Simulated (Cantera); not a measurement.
Input (Python, Cantera):

```python
import numpy as np
import cantera as ct

gas = ct.Solution("gri30.yaml")
gas.TPX = 1050, 2666, {'N2O': 1, 'H2': 0.0042, 'N2': 1.6}
reactor = ct.IdealGasConstPressureReactor(gas, energy="off", clone=False)
net = ct.ReactorNet([reactor])
net.rtol, net.atol = 1e-08, 1e-18
show = ['N2O', 'H2', 'HO2', 'NO2', 'H', 'N2', 'NO']
times = np.geomspace(5e-05, 200, 10)

steps = ct.SolutionArray(gas, extra=["t"])
rows = []
print(f"{'t/s':>10s}{'T/K':>9s}{'P/Pa':>11s}" + "".join(f"{s:>11s}" for s in show))
for t in times:
    while net.time < t:
        t_next = net.step()
        steps.append(gas.state, t=t_next)
    rows.append([np.interp(t, steps.t, y) for y in (steps.T, steps.P, *steps(*show).X.T)])
    print(f"{t:10.3e}{rows[-1][0]:9.1f}{rows[-1][1]:11.4g}" + "".join(f"{x:11.3e}" for x in rows[-1][2:]))
rate = np.gradient(steps.T, steps.t)
print("integrator steps:", len(steps.t))
if steps.T.max() > steps.T[0] + 200:
    print(f"time of steepest temperature rise: {steps.t[rate.argmax()]:.4e} s")
gas.TPX = 1050, 2666, {'N2O': 1, 'H2': 0.0042, 'N2': 1.6}
gas.equilibrate("TP")
print(f"equilibrium (TP): T = {gas.T:.1f} K  " + "  ".join(f"{s} {gas[s].X[0]:.3e}" for s in show))
```

Output:

```
       t/s      T/K       P/Pa        N2O         H2        HO2        NO2          H         N2         NO
 5.000e-05   1050.0       2666  3.840e-01  1.613e-03  3.524e-15  6.418e-22  1.891e-11  6.144e-01  1.547e-11
 2.707e-04   1050.0       2666  3.840e-01  1.613e-03  6.085e-13  4.702e-19  3.875e-10  6.144e-01  4.190e-10
 1.466e-03   1050.0       2666  3.840e-01  1.613e-03  9.119e-11  3.565e-16  4.075e-09  6.144e-01  8.515e-09
 7.937e-03   1050.0       2666  3.840e-01  1.612e-03  5.987e-09  7.451e-13  2.613e-08  6.144e-01  8.459e-08
 4.298e-02   1050.0       2666  3.840e-01  1.598e-03  1.635e-07  8.555e-10  1.147e-07  6.144e-01  6.101e-07
 2.327e-01   1050.0       2666  3.837e-01  1.405e-03  7.786e-07  1.530e-07  2.107e-07  6.146e-01  3.841e-06
 1.260e+00   1050.0       2666  3.827e-01  6.409e-04  5.700e-07  1.797e-06  8.189e-08  6.156e-01  1.647e-05
 6.822e+00   1050.0       2666  3.804e-01  4.845e-05  1.297e-07  1.544e-05  2.864e-09  6.171e-01  7.292e-05
 3.694e+01   1050.0       2666  3.718e-01  1.132e-08  2.470e-08  3.336e-05  4.220e-11  6.219e-01  4.203e-04
 2.000e+02   1050.0       2666  3.292e-01  3.574e-10  5.217e-09  3.680e-05  4.738e-11  6.458e-01  2.209e-03
integrator steps: 1669
equilibrium (TP): T = 1050.0 K  N2O 6.317e-10  H2 7.536e-12  HO2 7.665e-11  NO2 2.630e-07  H 1.373e-13  N2 8.381e-01  NO 4.788e-05
```

Cantera simulation using GRI-Mech 3.0 (53 species, 325 reactions); the numbers are that mechanism's predictions, not measurements. GRI-Mech 3.0 was tuned for natural gas; its chemistry of N2O as a main component is partial and can be far from experiment. Radical loss at walls, strong at low pressure, is not modelled. The mechanism lacks the step 2 NO + O2 → 2 NO2, which can matter for NO2 below about 1400 K. The temperature is held fixed by assumption; the heat of reaction is taken as removed at once.
